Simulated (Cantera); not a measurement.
Feed: 1 mol Cu, 0.0015 mol O₂, 200 mol N₂, held at 752 °C and 1.00 Torr.

These are equilibrium values from Cantera (NASA tables, ideal gas, pure condensed phases), not measurements of a reactor. Candidate condensed phases: Cu, CuO, Cu₂O; 12 gas species. Mutual solubility and eutectic melting of coexisting phases are not modelled. Equilibrium is a limit: real reactors are often held back by kinetics, nucleation or transport.

Base state: N₂ 1.00 (mole fractions); condensed: Cu(s) + Cu₂O(s).

**Question.** What changes in the equilibrium state with this change: temperature from 752 °C to 1202 °C?

**Answer.** 
```
species        before    after
------------  -------  -------
N₂               1.00    0.996
Cu            3.11e-8  0.00402
Cu(s), mol      0.994        0
Cu₂O(s), mol  0.00291        0
Cu(l), mol          0    0.192
```

**Question.** What changes in the equilibrium state with this change: temperature from 752 °C to 1525 °C?

**Answer.** 
```csv
species,before,after
N₂,1.00,0.995
Cu,3.11e-8,0.00497
"Cu(s), mol",0.994,0
"Cu₂O(s), mol",0.00291,0
```

**Question.** What changes in the equilibrium state with this change: temperature from 752 °C to 1700 °C?

**Answer.** 
```tsv
species	before	after
N₂	1.00	0.995
Cu	3.11e-8	0.00497
Cu(s), mol	0.994	0
Cu₂O(s), mol	0.00291	0
```
